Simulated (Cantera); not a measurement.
Equilibrium for carbothermic reduction: Fe3O4 + C + CO + CH4

Charge: 1 mol Fe3O4, 5.2 mol C, 1.2 mol CO, 2.4 mol CH4, at 0.940 bar.

Equilibrium computed with Cantera from the NASA thermochemical tables; the gas is ideal and each condensed phase is pure. Candidate condensed phases: C, C6H6, C7H8, C8H18, Fe, Fe(CO)5, FeO, Fe(OH)2, Fe(OH)3, Fe2O3, Fe3O4, H2O; 114 gas species. Iron dissolves carbon and melts from about 1420 K in contact with it, which pure phases cannot show. Condensed phases not in the tables: cementite and carbon dissolved in iron. Kinetics and transport are ignored.

```csv
T (°C),x CO,x H2,x Fe,x H,x C2H2 (acetylene),x CH4,x H2O,n C(graphite),n Fe(l)
1602,0.520,0.479,8.63e-5,0.000468,0.000152,0.000131,4.67e-5,3.60,3.00
1677,0.520,0.479,0.000218,0.000818,0.000262,0.000105,3.36e-5,3.59,3.00
1752,0.519,0.478,0.000512,0.00137,0.000433,8.54e-5,2.48e-5,3.59,2.99
1827,0.519,0.477,0.00113,0.00222,0.000689,7.06e-5,1.87e-5,3.59,2.99
1902,0.518,0.475,0.00234,0.00347,0.00106,5.89e-5,1.43e-5,3.58,2.98
1977,0.516,0.472,0.00462,0.00526,0.00158,4.96e-5,1.11e-5,3.57,2.95
2052,0.513,0.468,0.00870,0.00776,0.00229,4.19e-5,8.77e-6,3.55,2.91
2127,0.509,0.461,0.0157,0.0111,0.00321,3.55e-5,6.94e-6,3.53,2.84
2202,0.502,0.451,0.0273,0.0156,0.00439,2.99e-5,5.50e-6,3.51,2.72
```
x: gas mole fraction; n: condensed amount in mol.

From 1602 °C to 2202 °C the condensed part is C(graphite) + Fe(l). The main Fe-bearing gas is Fe throughout. The share of Fe in condensed phases is highest at 1602 °C (100.0 %) and lowest at 2202 °C (90.6 %).
